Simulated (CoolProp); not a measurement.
The numbers come from the reference Helmholtz-energy equation of state, Wu 2012 in CoolProp.

Problem. Give the vapour pressure (MPa), liquid density (kg/m³), vapour density (kg/m³), enthalpy of vaporisation (kJ/kg) of saturated fluoroethane (R161) at 352.3, 368.5 K.

Solution. 
```
T (K)  p (MPa)  liquid density (kg/m³)  vapour density (kg/m³)  enthalpy of vaporisation (kJ/kg)
-----  -------  ----------------------  ----------------------  --------------------------------
352.3     3.23                     552                    90.1                               209
368.5     4.41                     460                     156                               131
```
